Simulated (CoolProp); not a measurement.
Computed with CoolProp (reference Helmholtz-energy equation of state, Thol 2014).

Problem. For diethyl ether, give the phase and the density (kg/m³), cp (kJ/(kg K)), isothermal compressibility (1/MPa), expansivity (1/kK) at 489.2 K and 11200 kPa; 332.3 K and 1940 kPa.

Solution. 
- 489.2 K and 11200 kPa: supercritical; density 465, cp 3.07, isothermal compressibility 0.0201, expansivity 4.02
- 332.3 K and 1940 kPa: liquid; density 670, cp 2.45, isothermal compressibility 0.00290, expansivity 1.88
